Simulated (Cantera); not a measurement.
Feed: 1 mol SiH4, 0.12 mol O3, 1.5 mol N2, held at 1300 K and 4.80 Torr.

These are equilibrium values from Cantera (NASA tables, ideal gas, pure condensed phases), not measurements of a reactor. Candidate condensed phases: H2O, Si, SiO2, Si2N2O, Si3N4; 35 gas species. N2 is the only nitrogen source here; it is nearly inert below about 1500 K, so the nitride shown seldom forms there in practice. Mutual solubility and eutectic melting of coexisting phases are not modelled. Equilibrium is a limit: real reactors are often held back by kinetics, nucleation or transport.

Base state: H2 0.677, N2 0.323, H 1.14e-5 (mole fractions); condensed: Si2N2O(s) + Si3N4(s).

### Question
What changes in the equilibrium state with this change: SiH4 replaced by SiF4?

### Answer
```tsv
species	before	after
N2	0.323	0.560
SiF4	0	0.373
O2	<1e-9	0.0671
H2	0.677	0
NO	<1e-9	0.000189
H	1.14e-5	0
Si2N2O(s), mol	0.360	0
Si3N4(s), mol	0.0933	0
```

### Question
What changes in the equilibrium state with this change: temperature from 1300 K to 1700 K?

### Answer
```csv
species,before,after
H2,0.677,0.668
N2,0.323,0.322
SiO,3.02e-8,0.00877
H,1.14e-5,0.00151
Si,<1e-9,8.81e-5
"Si2N2O(s), mol",0.360,0.334
"Si3N4(s), mol",0.0933,0.102
```
